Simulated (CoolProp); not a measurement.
A single-stage vapour-compression cycle with R152A: evaporating at 259.15 K (dew point), condensing at 284.15 K (bubble point), superheat 0 K, subcooling 8 K, compressor efficiency 0.6, no pressure losses. Each further row changes one setting.

Model: reference Helmholtz-energy equation of state, Outcalt 1996, in CoolProp. It is a modified Benedict-Webb-Rubin equation, recast in Helmholtz form.

```tsv
case	cooling COP	pressure ratio	discharge temperature (K)	refrigerating effect (kJ/kg)	volumetric capacity (kJ/m³)
as stated	5.95	2.49	311.9	292	1470
evaporating temperature 264.15 K	7.71	2.04	305.7	296	1800
condensing temperature 279.15 K	7.57	2.10	302.1	301	1510
subcooling 13 K	6.12	2.49	311.9	301	1510
superheat 10 K	5.88	2.49	322.7	302	1450
compressor efficiency 0.5	4.96	2.49	320.3	292	1470
```
